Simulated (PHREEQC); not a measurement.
Dissolve 0.0028 mol AgF, 9.6e-05 mol KNO3 and 3.1e-05 mol Cu(NO3)2 per kg of water at 25 °C. Closed to the air; pH follows from the charge balance.

Computed with PHREEQC (ion-association model, wateq4f.dat).

The ionic strength comes out as 0.00297 mol/kgw. What activity coefficients do Cu+2, NO3-, CuF+, Ag+, K+ get?

Cu+2 0.79, NO3- 0.94, CuF+ 0.94, Ag+ 0.94, K+ 0.94.

This is a speciation only: nothing precipitates in the calculation. Examples of supersaturated solids here: Tenorite (slow to form). Others may be too.
